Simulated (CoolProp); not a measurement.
Chloromethane (R40) along the isobar 23400 kPa: fugacity coefficient from the reference equation and from simpler models built on Tc = 418.6 K, pc = 6929 kPa, ω = 0.150; each cubic takes its own stable root.

Model: reference Helmholtz-energy equation of state, Thol 2014, in CoolProp.

| T (K) | phase | reference |
|---|---|---|
| 407.7 | liquid | 0.2462 |
| 416.9 | liquid | 0.2717 |
| 426.2 | supercritical | 0.2982 |
| 435.4 | supercritical | 0.3249 |
| 444.6 | supercritical | 0.3520 |
| 453.9 | supercritical | 0.3795 |
| 463.1 | supercritical | 0.4067 |
| 472.3 | supercritical | 0.4337 |
| 481.5 | supercritical | 0.4604 |
| 490.8 | supercritical | 0.4868 |
| 500 | supercritical | 0.5122 |

Problem. How far does each simpler model (Soave-Redlich-Kwong, Peng-Robinson) lie from the reference over these 11 states: mean and median of the absolute difference, and the worst?

Solution. 
- Soave-Redlich-Kwong: mean 8.2 %, median 8.3 %, worst +8.7 % at 407.7 K and 23400 kPa
- Peng-Robinson: mean 0.4 %, median 0.4 %, worst +0.7 % at 416.9 K and 23400 kPa
